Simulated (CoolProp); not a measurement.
R245ca along the isotherm 450 K: fugacity coefficient from the reference equation and from simpler models built on Tc = 447.6 K, pc = 39.41 bar, ω = 0.355; each cubic takes its own stable root.

Model: reference Helmholtz-energy equation of state, Zhou 2016, in CoolProp.

```
p (bar)          phase  reference  van der Waals  Redlich-Kwong  Peng-Robinson
-------  -------------  ---------  -------------  -------------  -------------
4.55               gas     0.9604         0.9663         0.9615         0.9575
9.09               gas     0.9217         0.9327         0.9237         0.9159
13.6               gas     0.8838         0.8995         0.8865         0.8755
18.2               gas     0.8455         0.8656         0.8489         0.8351
22.7               gas     0.8084         0.8323         0.8124         0.7961
27.3               gas     0.7703         0.7978         0.7751         0.7566
31.8               gas     0.7326         0.7634         0.7382         0.7181
36.4               gas     0.6929         0.7267         0.6995         0.6783
40.9     supercritical     0.6502         0.6853         0.6577         0.6366
45.5     supercritical     0.5987         0.6368         0.6087         0.5883
50       supercritical     0.5561         0.5968         0.5681         0.5479
54.6     supercritical     0.5195         0.5624         0.5329         0.5130
59.1     supercritical     0.4891         0.5339         0.5036         0.4838
```
